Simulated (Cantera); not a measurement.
Input (Python, Cantera):

```python
import numpy as np
import cantera as ct

gas = ct.Solution("gri30.yaml")
gas.TPX = 1500, 2700000, {'CH4': 1, 'CO2': 0.59}
reactor = ct.IdealGasConstPressureReactor(gas, energy="off", clone=False)
net = ct.ReactorNet([reactor])
net.rtol, net.atol = 1e-08, 1e-18
show = ['CH4', 'CO2', 'H', 'H2', 'HCO']
times = np.geomspace(0.0002, 30, 15)

steps = ct.SolutionArray(gas, extra=["t"])
rows = []
print(f"{'t/s':>10s}{'T/K':>9s}{'P/Pa':>11s}" + "".join(f"{s:>11s}" for s in show))
for t in times:
    while net.time < t:
        t_next = net.step()
        steps.append(gas.state, t=t_next)
    rows.append([np.interp(t, steps.t, y) for y in (steps.T, steps.P, *steps(*show).X.T)])
    print(f"{t:10.3e}{rows[-1][0]:9.1f}{rows[-1][1]:11.4g}" + "".join(f"{x:11.3e}" for x in rows[-1][2:]))
rate = np.gradient(steps.T, steps.t)
print("integrator steps:", len(steps.t))
if steps.T.max() > steps.T[0] + 200:
    print(f"time of steepest temperature rise: {steps.t[rate.argmax()]:.4e} s")
gas.TPX = 1500, 2700000, {'CH4': 1, 'CO2': 0.59}
gas.equilibrate("TP")
print(f"equilibrium (TP): T = {gas.T:.1f} K  " + "  ".join(f"{s} {gas[s].X[0]:.3e}" for s in show))
```

Output:

```
       t/s      T/K       P/Pa        CH4        CO2          H         H2        HCO
 2.000e-04   1500.0    2.7e+06  6.278e-01  3.710e-01  1.166e-08  5.821e-04  8.106e-12
 4.685e-04   1500.0    2.7e+06  6.262e-01  3.710e-01  1.767e-08  1.498e-03  1.729e-11
 1.098e-03   1500.0    2.7e+06  6.221e-01  3.705e-01  3.590e-08  4.192e-03  2.894e-11
 2.572e-03   1500.0    2.7e+06  6.112e-01  3.688e-01  8.639e-08  1.227e-02  3.689e-11
 6.024e-03   1500.0    2.7e+06  5.852e-01  3.631e-01  1.982e-07  3.277e-02  4.631e-11
 1.411e-02   1500.0    2.7e+06  5.324e-01  3.473e-01  4.117e-07  7.363e-02  1.505e-10
 3.306e-02   1500.0    2.7e+06  4.468e-01  3.099e-01  7.586e-07  1.256e-01  9.558e-10
 7.746e-02   1500.0    2.7e+06  3.496e-01  2.296e-01  1.111e-06  1.458e-01  4.447e-09
 1.815e-01   1500.0    2.7e+06  2.803e-01  1.367e-01  1.204e-06  1.337e-01  9.149e-09
 4.251e-01   1500.0    2.7e+06  2.659e-01  1.048e-01  1.270e-06  1.380e-01  1.185e-08
 9.960e-01   1500.0    2.7e+06  2.727e-01  9.256e-02  1.344e-06  1.551e-01  1.444e-08
 2.333e+00   1500.0    2.7e+06  2.748e-01  7.448e-02  1.460e-06  1.834e-01  1.837e-08
 5.466e+00   1500.0    2.7e+06  2.642e-01  5.314e-02  1.615e-06  2.247e-01  2.340e-08
 1.281e+01   1500.0    2.7e+06  2.390e-01  3.347e-02  1.794e-06  2.771e-01  2.881e-08
 3.000e+01   1500.0    2.7e+06  2.057e-01  1.834e-02  1.967e-06  3.330e-01  3.380e-08
integrator steps: 1874
equilibrium (TP): T = 1500.0 K  CH4 1.442e-01  CO2 2.780e-04  H 2.231e-06  H2 4.280e-01  HCO 4.121e-08
```

Cantera simulation using GRI-Mech 3.0 (53 species, 325 reactions); the numbers are that mechanism's predictions, not measurements. GRI-Mech 3.0 stops at C3 and has no aromatics, soot or wall deposition, so with more carbon than oxygen in the feed, carbon stays in small species such as C2H2 where larger ones or solid carbon would form. The pressure lies above the range GRI-Mech 3.0 was tuned for (to about 10 atm).
